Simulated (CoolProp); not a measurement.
Model: reference Helmholtz-energy equation of state, McLinden 2015, in CoolProp.

### Question
For the fluoroketone C6F12O (FK-5-1-12), give the phase and the Z, fugacity coefficient at 114.45 °C and 7.79 bar; 114.45 °C and 11.7 bar; 114.45 °C and 42.8 bar.

### Answer
- 114.45 °C and 7.79 bar: liquid; Z 0.0598, fugacity coefficient 0.663
- 114.45 °C and 11.7 bar: liquid; Z 0.0893, fugacity coefficient 0.455
- 114.45 °C and 42.8 bar: liquid; Z 0.314, fugacity coefficient 0.157
